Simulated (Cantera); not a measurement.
A closed system holds: 1 mol SiHCl3, 0.1 mol HCl, 350 mol H2, held at 625 °C and 0.0130 bar.

Equilibrium computed with Cantera from the NASA thermochemical tables; the gas is ideal and each condensed phase is pure. Candidate condensed phases: Si; 19 gas species. The tables' values for SiCl3 are old estimates; treat these amounts as uncertain. The numbers say what is thermodynamically allowed, not how fast it happens.

Q: What is the equilibrium state?

A: 
| Quantity | Result |
|---|---|
| x(H2) | 0.995 |
| x(HCl) | 0.00403 |
| x(SiCl4) | 0.000762 |
| x(SiHCl3) | 0.000525 |
| x(SiH2Cl2) | 3.42e-5 |
| x(SiCl2) | 2.20e-5 |
| x(SiCl3) | 1.86e-5 |
| n(Si(s)) | 0.521 mol |
| gas amount | 351.6 mol |
